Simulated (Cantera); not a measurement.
Input: 1 mol Si, 1.7 mol H₂, 0.72 mol HCl, held at 1550 K and 80000 Pa.

These are equilibrium values from Cantera (NASA tables, ideal gas, pure condensed phases), not measurements of a reactor. Candidate condensed phases: Si; 19 gas species. The tables' values for SiCl₃ are old estimates; treat these amounts as uncertain. Rates play no part.

Base state: H₂ 0.806, HCl 0.115, SiCl₂ 0.0545, SiCl₃ 0.0114, SiCl₄ 0.00661, SiHCl₃ 0.00571, SiH₂Cl₂ 0.000804, SiH₃Cl 3.35e-5 (mole fractions); condensed: Si(s).

Task: What changes in the equilibrium state with this change: 0.047 mol O₂ added?

Result: 
```tsv
species	before	after
H₂	0.806	0.805
HCl	0.115	0.115
SiCl₂	0.0545	0.0544
SiO	0	0.00156
SiCl₃	0.0114	0.0114
SiH₃Cl	3.35e-5	3.34e-5
SiH₂Cl₂	0.000804	0.000802
SiHCl₃	0.00571	0.00569
Si(s), mol	0.812	0.763
SiO₂(β-quartz), mol	0	0.0451
```
Mutual solubility and eutectic melting of coexisting phases are not modelled. The tables hold silica as quartz up to 1696 K and as liquid above; real silica turns to tridymite and cristobalite and melts near 1996 K. Further candidate phases: H₂O, SiO₂.
